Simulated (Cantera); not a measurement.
Feed: 1 mol Ta, 1 mol CO2, 88 mol H2, equilibrated at 2523 K and 75.0 Torr.

Cantera equilibrium calculation (NASA polynomials, part measured and part estimated; ideal gas, pure solids and liquids). Candidate condensed phases: C, C6H6, C7H8, C8H18, H2O, Ta, TaC, Ta2O5; 113 gas species. Condensed phases not in the tables: Ta2C, N, O or C dissolved in the metal. The numbers say what is thermodynamically allowed, not how fast it happens.

Base state: H2 0.898, H 0.0833, CO 0.0107, H2O 0.00435, TaO2 0.00258, TaO 0.00111, OH 8.58e-5 (mole fractions); condensed: Ta(s).

Task: What changes in the equilibrium state with this change: temperature from 2523 K to 1748.15 K?

Result: 
```json
[
 {"species": "H2", "before": "0.898", "after": "0.992"},
 {"species": "CO", "before": "0.0107", "after": "0.00620"},
 {"species": "H2O", "before": "0.00435", "after": "0.000888"},
 {"species": "H", "before": "0.0833", "after": "0.000721"},
 {"species": "TaO2", "before": "0.00258", "after": "5.15e-8"},
 {"species": "TaO", "before": "0.00111", "after": "5.88e-9"},
 {"species": "OH", "before": "8.58e-5", "after": "3.76e-8"},
 {"species": "Ta(s), mol", "before": "0.656", "after": "0"},
 {"species": "TaC(s), mol", "before": "0", "after": "0.451"},
 {"species": "Ta2O5(s), mol", "before": "0", "after": "0.274"}
]
```
Mutual solubility and eutectic melting of coexisting phases are not modelled. TaC: taken at fixed stoichiometry. Condensed phases not in the tables: Ta2C.
